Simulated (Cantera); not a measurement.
A diamond (100) surface in a fixed gas of H2 with x(CH4) = 0.013, x(H) = 0.011, at 1275 K, 8700 Pa; coverages are run to steady state.

Model: the Harris–Goodwin 1993 mechanism for the reconstructed diamond (100) surface, integrated in Cantera.

θ: site fractions in the mechanism's names (c6HH fully hydrogenated, c6H* and c6*H radical sites, c6** diradical, c6HM methylated).

```tsv
x(CH3)	growth (µm/h)	θ c6HH	θ c6H*	θ c6*H	θ c6**	θ c6HM
1e-06	0.0399	0.394	0.0467	0.518	0.0415	5.17e-6
2.5e-06	0.0998	0.394	0.0467	0.518	0.0415	1.29e-5
6.2e-06	0.248	0.394	0.0467	0.518	0.0415	3.21e-5
1.6e-05	0.639	0.394	0.0467	0.518	0.0415	8.27e-5
3.9e-05	1.56	0.393	0.0467	0.518	0.0415	0.000202
9.6e-05	3.82	0.393	0.0467	0.518	0.0414	0.000496
0.00024	[?]	0.393	0.0466	0.517	0.0412	[?]
0.0006	23.6	0.392	0.0464	0.515	0.0407	0.00307
0.0015	[?]	0.389	0.0460	0.510	0.0396	[?]
```

Question: Fill in the missing entries.

Answer: 
- 0.00024, growth (µm/h): 9.53
- 0.00024, θ c6HM: 0.00124
- 0.0015, growth (µm/h): 57.9
- 0.0015, θ c6HM: 0.00754
